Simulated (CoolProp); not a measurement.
Dodecamethylpentasiloxane (MD3M) along the isotherm 620 K: density (kg/m³) from the reference equation and from simpler models built on Tc = 628.0 K, pc = 9.540 bar, ω = 0.730; each cubic takes its own stable root.

Computed with CoolProp (reference Helmholtz-energy equation of state, Thol 2019).

```tsv
p (bar)	phase	reference	van der Waals	Redlich-Kwong	Soave-Redlich-Kwong	Peng-Robinson
1.83	gas	14.82	14.56	14.71	14.73	14.84
3.67	gas	32.86	31.58	32.27	32.39	32.94
5.5	gas	56.25	52.34	54.29	54.72	56.25
7.34	gas	92.77	81.12	86.15	87.89	91.68
9.17	liquid	422.6	239.3	298.6	324.9	361.4
11	liquid	448.4	281.8	344.2	358.0	398.5
12.8	liquid	463.6	299.6	367.6	378.1	421.2
14.7	liquid	475.3	312.6	385.3	394.2	439.3
16.5	liquid	484.2	322.1	398.8	406.5	453.2
18.3	liquid	491.8	330.0	410.1	417.1	465.1
20.2	liquid	498.7	337.2	420.5	426.9	476.0
22	liquid	504.5	343.1	429.2	435.2	485.3
23.8	liquid	509.8	348.4	437.1	442.7	493.7
```
